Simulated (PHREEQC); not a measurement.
Model water analysis in mg/L, 51 °C, pH 6.2, pe 8.8:

```
constituent          mg/L
------------------  -----
Na                   1.83
K                   0.549
Ca                   4.61
Mg                   0.48
Cl                   8.26
S(6) as SO4          3.02
Alkalinity as HCO3   4.59
N(5) as NO3         0.183
Pb                  0.212
Si as SiO2          0.332
```

Valence states are taken as typed.

Computed with PHREEQC (ion-association model, phreeqc.dat).

Each row changes one thing in this solution. Precipitation was switched off in this run.

| case | CO2 (mol/kgw) | Pb+2 (mol/kgw) | CaSO4 (mol/kgw) | MgSO4 (mol/kgw) | CaHCO3+ (mol/kgw) | PbCO3 (mol/kgw) | SI of Pb(OH)2 (Pb(OH)2) | SI of Cerussite (PbCO3) |
|---|---|---|---|---|---|---|---|---|
| as made | 8.93e-5 | 8.30e-7 | 5.97e-7 | 2.08e-7 | 1.25e-7 | 1.01e-7 | -1.06 | -1.39 |
| temperature from 51 to 10 °C at the same typed pH | 0.000135 | 8.80e-7 | 4.55e-7 | 7.72e-8 | 7.26e-8 | ___ | -2.39 | -1.20 |
| pH from 6.2 to 5.9 at the same alkalinity | 0.000180 | 8.83e-7 | 5.97e-7 | 2.08e-7 | 1.26e-7 | 5.46e-8 | -1.63 | ___ |
| pH from 6.2 to 6.5 at the same alkalinity | 4.44e-5 | 7.41e-7 | 5.98e-7 | 2.08e-7 | 1.24e-7 | 1.79e-7 | -0.51 | -1.14 |
| Na from 1.83 to 3.66 mg/L | 8.92e-5 | 8.31e-7 | 5.93e-7 | 2.07e-7 | 1.25e-7 | 1.01e-7 | -1.06 | -1.39 |

**Question.** What belongs in the gaps?

**Answer.** 
- temperature from 51 to 10 °C at the same typed pH, PbCO3 (mol/kgw): 5.24e-8
- pH from 6.2 to 5.9 at the same alkalinity, SI of Cerussite (PbCO3): -1.66

Constants without temperature data keep their 25 °C values here.
